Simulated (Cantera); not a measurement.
An adiabatic, constant-pressure homogeneous reactor starts with C3H8 : O2 : N2 = 1 : 6.17 : 23.2 (molar parts), at 1448 K and 101000 Pa. Integrator tolerance rtol = 1e-08.

Cantera simulation using GRI-Mech 3.0 (53 species, 325 reactions); the numbers are that mechanism's predictions, not measurements. GRI-Mech 3.0 was tuned for natural gas; its chemistry of propane as a main component is partial and can be far from experiment.

Q: What does this change do: initial temperature 1448 to 1675 K?

A: 
```tsv
quantity	before	after
time of steepest temperature rise	0.130 ms	22.5 µs
temperature at 0.300 s	2665 K	2753 K
equilibrium temperature	2665 K	2753 K
x(C3H8) at 0.300 s	<1e-12 (gas-phase equilibrium <1e-12)	<1e-12 (gas-phase equilibrium <1e-12)
x(O2) at 0.300 s	0.0407 (gas-phase equilibrium 0.0407)	0.0424 (gas-phase equilibrium 0.0424)
x(CH2O) at 0.300 s	7.38e-11 (gas-phase equilibrium 7.38e-11)	1.25e-10 (gas-phase equilibrium 1.25e-10)
x(NO2) at 0.300 s	4.25e-6 (gas-phase equilibrium 4.25e-6)	4.64e-6 (gas-phase equilibrium 4.64e-6)
x(O) at 0.300 s	0.00626 (gas-phase equilibrium 0.00626)	0.00924 (gas-phase equilibrium 0.00924)
x(CO2) at 0.300 s	0.0659 (gas-phase equilibrium 0.0659)	0.0576 (gas-phase equilibrium 0.0576)
x(HCO) at 0.300 s	1.26e-8 (gas-phase equilibrium 1.26e-8)	2.30e-8 (gas-phase equilibrium 2.30e-8)
```

Q: What does this change do: constant volume in place of constant pressure?

A: 
```json
[
 {"quantity": "time of steepest temperature rise", "before": "0.130 ms", "after": "0.119 ms"},
 {"quantity": "temperature at 0.300 s", "before": "2665 K", "after": "2842 K"},
 {"quantity": "equilibrium temperature", "before": "2665 K", "after": "2842 K"},
 {"quantity": "x(C3H8) at 0.300 s", "before": "<1e-12 (gas-phase equilibrium <1e-12)", "after": "<1e-12 (gas-phase equilibrium <1e-12)"},
 {"quantity": "x(O2) at 0.300 s", "before": "0.0407 (gas-phase equilibrium 0.0407)", "after": "0.0415 (gas-phase equilibrium 0.0415)"},
 {"quantity": "x(CH2O) at 0.300 s", "before": "7.38e-11 (gas-phase equilibrium 7.38e-11)", "after": "2.62e-10 (gas-phase equilibrium 2.62e-10)"},
 {"quantity": "x(NO2) at 0.300 s", "before": "4.25e-6 (gas-phase equilibrium 4.25e-6)", "after": "6.93e-6 (gas-phase equilibrium 6.93e-6)"},
 {"quantity": "x(O) at 0.300 s", "before": "0.00626 (gas-phase equilibrium 0.00626)", "after": "0.00897 (gas-phase equilibrium 0.00897)"},
 {"quantity": "x(CO2) at 0.300 s", "before": "0.0659 (gas-phase equilibrium 0.0659)", "after": "0.0572 (gas-phase equilibrium 0.0572)"},
 {"quantity": "x(HCO) at 0.300 s", "before": "1.26e-8 (gas-phase equilibrium 1.26e-8)", "after": "4.13e-8 (gas-phase equilibrium 4.13e-8)"}
]
```
